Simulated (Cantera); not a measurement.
**Stirred combustor or abatement burner**

A perfectly stirred reactor is fed with CH₄ : C₂H₆ : O₂ : N₂ : H₂O = 1 : 0.059 : 1.58 : 5.93 : 0.034 (molar parts), equivalence ratio 1.4, at 1000000 Pa; it is adiabatic with a 675 K inlet, and is followed from long to short residence time, starting on the burning branch (τ in s: 0.028, 0.014, 0.0068, 0.0034, 0.0017, 0.00085, 0.00042, 0.00021, 0.0001, 5.2e-05, 2.6e-05, 1.3e-05).

Model: GRI-Mech 3.0 (53 species, 325 reactions), integrated in Cantera.

| τ (s) | T (K) | x CH₄ | x C₂H₆ | x O₂ | x CO₂ | x C₂H₂ | x CH₂ | x NO₂ |
|---|---|---|---|---|---|---|---|---|
| 0.028 | 2255 | 0.000107 | 3.21e-8 | 4.81e-5 | 0.0437 | 6.72e-6 | 3.22e-7 | 1.76e-9 |
| 0.014 | 2255 | 0.000191 | 6.90e-8 | 8.92e-5 | 0.0437 | 1.67e-5 | 6.21e-7 | 2.28e-9 |
| 0.0068 | 2254 | 0.000340 | 1.59e-7 | 0.000171 | 0.0438 | 4.39e-5 | 1.21e-6 | 2.92e-9 |
| 0.0034 | 2253 | 0.000574 | 3.65e-7 | 0.000322 | 0.0438 | 0.000108 | 2.26e-6 | 3.65e-9 |
| 0.0017 | 2251 | 0.000924 | 8.46e-7 | 0.000603 | 0.0439 | 0.000242 | 4.09e-6 | 4.53e-9 |
| 0.00085 | 2247 | 0.00141 | 1.93e-6 | 0.00111 | 0.0438 | 0.000477 | 7.13e-6 | 5.62e-9 |
| 0.00042 | 2239 | 0.00205 | 4.40e-6 | 0.00206 | 0.0435 | 0.000824 | 1.20e-5 | 6.98e-9 |
| 0.00021 | 2222 | 0.00291 | 9.95e-6 | 0.00376 | 0.0426 | 0.00125 | 1.89e-5 | 8.47e-9 |
| 0.00010 | 2184 | 0.00444 | 2.65e-5 | 0.00746 | 0.0402 | 0.00181 | 2.79e-5 | 9.70e-9 |
| 5.2e-5 | 2088 | 0.00824 | 0.000102 | 0.0170 | 0.0342 | 0.00247 | 2.98e-5 | 8.24e-9 |
| 2.6e-5 | 675 | 0.116 | 0.00686 | 0.184 | <1e-12 | <1e-12 | <1e-12 | <1e-12 |
| 1.3e-5 | 675 | 0.116 | 0.00686 | 0.184 | <1e-12 | <1e-12 | <1e-12 | <1e-12 |
x: mole fraction; the columns are a selection and need not sum to one.
